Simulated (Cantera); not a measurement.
A closed system holds: 1 mol Si, 0.089 mol H₂O, 250 mol N₂, 0.012 mol O₂, equilibrated at 1725 °C and 10.0 Torr.

These are equilibrium values from Cantera (NASA tables, ideal gas, pure condensed phases), not measurements of a reactor. Candidate condensed phases: H₂O, Si, SiO₂, Si₂N₂O, Si₃N₄; 35 gas species. The tables' values for SiN are old estimates; treat these amounts as uncertain. Equilibrium is a limit: real reactors are often held back by kinetics, nucleation or transport.

Base state: N₂ 0.996, Si 0.00311, SiO 0.000450, H₂ 0.000244, H 0.000217, Si₂N 0.000120, SiN 9.38e-5, Si₂ 3.13e-5 (mole fractions); condensed: gas only.

Question: What changes in the equilibrium state with this change: temperature from 1725 °C to 1452 °C?

Answer: 
```json
[
 {"species": "N₂", "before": "0.996", "after": "0.999"},
 {"species": "SiO", "before": "0.000450", "after": "0.000453"},
 {"species": "H₂", "before": "0.000244", "after": "0.000342"},
 {"species": "Si", "before": "0.00311", "after": "2.46e-5"},
 {"species": "H", "before": "0.000217", "after": "2.97e-5"},
 {"species": "Si₂", "before": "3.13e-5", "after": "3.80e-8"},
 {"species": "Si₂N", "before": "0.000120", "after": "9.00e-7"},
 {"species": "SiN", "before": "9.38e-5", "after": "1.59e-6"},
 {"species": "Si₃N₄(s), mol", "before": "0", "after": "0.293"}
]
```
